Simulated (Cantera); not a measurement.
An adiabatic, constant-pressure homogeneous reactor starts with 15.2 % CH₄, 3.49 % CO, 16.5 % O₂, 62.4 % N₂, 2.43 % H₂O, at 1700 K and 0.592 atm.

Detailed kinetics in Cantera: GRI-Mech 3.0 (53 species, 325 reactions).

**Question.** Predict: time of steepest temperature rise; temperature at 0.700 s; equilibrium temperature; x(CO) at 0.700 s; x(O₂) at 0.700 s; x(HO₂) at 0.700 s; x(N₂O) at 0.700 s; x(HCN) at 0.700 s.

**Answer.** 
```json
{
  "time_of_steepest_temperature_rise": "0.414 ms",
  "temperature at 0.700 s": "2635 K",
  "equilibrium_temperature": "2635 K",
  "x(CO) at 0.700 s": "0.138 (gas-phase equilibrium 0.138)",
  "x(O₂) at 0.700 s": "0.000270 (gas-phase equilibrium 0.000270)",
  "x(HO₂) at 0.700 s": "1.43e-7 (gas-phase equilibrium 1.43e-7)",
  "x(N₂O) at 0.700 s": "3.06e-8 (gas-phase equilibrium 3.06e-8)",
  "x(HCN) at 0.700 s": "3.91e-8 (gas-phase equilibrium 3.91e-8)"
}
```
